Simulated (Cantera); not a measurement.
Feed: 1 mol PbO, 4.8 mol H2, 9.9 mol H2O, held at 0.170 bar.

Cantera equilibrium calculation (NASA polynomials, part measured and part estimated; ideal gas, pure solids and liquids). Candidate condensed phases: H2O, Pb, PbO, PbO2, Pb3O4; 12 gas species. The numbers say what is thermodynamically allowed, not how fast it happens. All values below are at 1225 K.

Base state: H2O 0.737, H2 0.257, Pb 0.00550 (mole fractions); condensed: Pb(l).

**Question.** What changes in the equilibrium state with this change: pressure from 0.170 bar to 0.000240 bar?

**Answer.** 
| species | before | after |
|---|---|---|
| H2O | 0.737 | 0.694 |
| H2 | 0.257 | 0.242 |
| Pb | 0.00550 | 0.0637 |
| Pb(l), mol | 0.919 | 0 |
